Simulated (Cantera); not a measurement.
A Cantera script and what it prints.

```python
import numpy as np
import cantera as ct

gas_names = """
    H HNO HNO2 HNO3 HO2 H2 H2O H2O2 N NH NH2 NH3 NH2OH NO NO2 NO3 N2 N2H2 N2H4 N2O O OH O2 O3 Si SiH
    SiH2 SiH3 SiH4 SiN SiO SiO2 Si2 Si2N Si3
""".split()
cond_names = """
    H2O(s) H2O(L) Si(cr) Si(L) SiO2(Lqz) SiO2(hqz) SiO2(L) Si2N2O(s) Si3N4(a)
""".split()


# ... load() reads the species with a 1 bar reference pressure and builds the phases ...
atoms = {
    'SiH4': {'Si': 1, 'H': 4},
    'N2O': {'N': 2, 'O': 1},
    'H2': {'H': 2},
}
top_T = {'Si2N2O(s)': 2100, 'Si3N4(a)': 2400}  # K; cautious upper limits of use, not melting points


# ... equilibrate(T, P, feed) seeds the gas with the atoms and calls Mixture.equilibrate('TP', solver="vcs", rtol=1e-11, max_steps=5000) ...
results = []
T = 625  # K
P = 5.4  # Pa
for m in [0.35, 0.69, 1.4, 2.7, 5.4, 11, 21, 42]:
    feed = {'SiH4': 1, 'N2O': m, 'H2': 1.2}  # mol
    mix = equilibrate(T, P, feed)
    results.append((T, P, feed, dict(zip(mix.species_names, mix.species_moles))))

top = {s: max(r[3][s] / sum(r[3][g] for g in gas_names) for r in results) for s in gas_names}
cols = sorted((s for s in top if top[s] > 1e-06), key=lambda s: -top[s])[:7]
seen = [c for c in cond_names if any(r[3].get(c, 0) > 1e-12 for r in results)]
print("log10 of partial pressures in bar; condensed amounts in mol")
print(f"{'n(N2O)':>10s}" + "".join(f"{s[:9]:>10s}" for s in cols + seen))
for T, P, feed, n in results:
    ng = sum(n[g] for g in gas_names)
    print(f"{feed['N2O']:10.4g}" + "".join(f"{np.log10(max(n[s] / ng * P / 1e5, 1e-99)):10.3f}" for s in cols)
          + "".join(f"{n.get(c, 0):10.4g}" for c in seen))
```

Result:

```
log10 of partial pressures in bar; condensed amounts in mol
    n(N2O)        H2        N2       H2O        O2    Si(cr) SiO2(Lqz) Si2N2O(s)
      0.35    -4.268   -30.922   -19.788   -66.595       0.3 8.619e-12      0.35
      0.69    -4.301    -5.402   -11.314   -49.581         0    0.1267    0.4367
       1.4    -4.406    -4.832   -11.230   -49.201         0       0.6       0.2
       2.7    -4.641    -4.607    -5.193   -36.659         0         1         0
       5.4   -19.375    -4.475    -4.702    -6.207         0         1         0
        11   -20.253    -4.459    -4.995    -5.038         0         1         0
        21   -20.608    -4.452    -5.269    -4.876         0         1         0
        42   -20.940    -4.448    -5.566    -4.806         0         1         0
```

Equilibrium computed with Cantera from the NASA thermochemical tables; the gas is ideal and each condensed phase is pure.
